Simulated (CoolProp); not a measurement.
Properties of the fluoroketone C6F12O (FK-5-1-12) at several states.

Values from CoolProp's reference Helmholtz-energy equation of state, McLinden 2015.

```tsv
T (°C)	p (MPa)	phase	density (kg/m³)	cp (kJ/(kg K))	cv (kJ/(kg K))	expansivity (1/kK)
-56.45	3.15	liquid	1836	1.102	0.8833	1.432
-102.45	0.0955	liquid	1955	1.159	0.9260	1.412
139.25	0.0614	gas	5.745	0.9742	0.9458	2.561
142.35	0.278	gas	27.29	0.9936	0.9556	3.107
226.75	0.1	gas	7.695	1.067	1.039	2.093
```
